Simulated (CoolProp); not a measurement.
m-xylene at 293.15 K and 3.8 MPa is throttled through a valve to 0.469 MPa with no heat exchange. Each further row changes one setting.

Computed with CoolProp (reference Helmholtz-energy equation of state, Zhou 2012).

```csv
case,temperature change (K)
as stated,+1.6
outlet pressure 0.141 MPa,+1.8
outlet pressure 0.61 MPa,+1.5
```
